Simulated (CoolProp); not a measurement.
A closed Brayton cycle with nitrogen: compressor inlet 331.15 K and 3.5 MPa, high pressure 12.2 MPa, turbine inlet 795 K, compressor efficiency 0.85, turbine efficiency 0.9, recuperator effectiveness 0.8 (on enthalpy, no pinch check). Each further row changes one setting.

Model: reference Helmholtz-energy equation of state, Span 2000, in CoolProp.

| case | thermal efficiency (%) | net work (kJ/kg) | compressor to turbine work | compressor exit (K) | turbine exit (K) |
|---|---|---|---|---|---|
| as stated | ? | 53.4 | 0.77 | 499.3 | 589.0 |
| turbine inlet 745 K | ? | ? | 0.82 | 499.3 | 550.2 |
| compressor inlet 341.15 K | 19.2 | ? | 0.79 | ? | 589.0 |
| high pressure 10.4 MPa | ? | 54.6 | ? | ? | 612.1 |
| recuperator effectiveness 0.5 | 18.9 | 53.4 | 0.77 | 499.3 | 589.0 |

Q: Some entries are withheld; supply them.

A: 
- as stated, thermal efficiency (%): 21.1
- turbine inlet 745 K, thermal efficiency (%): 16.8
- turbine inlet 745 K, net work (kJ/kg): 38.6
- compressor inlet 341.15 K, net work (kJ/kg): 47.9
- compressor inlet 341.15 K, compressor exit (K): 514.0
- high pressure 10.4 MPa, thermal efficiency (%): 22.9
- high pressure 10.4 MPa, compressor to turbine work: 0.73
- high pressure 10.4 MPa, compressor exit (K): 474.4
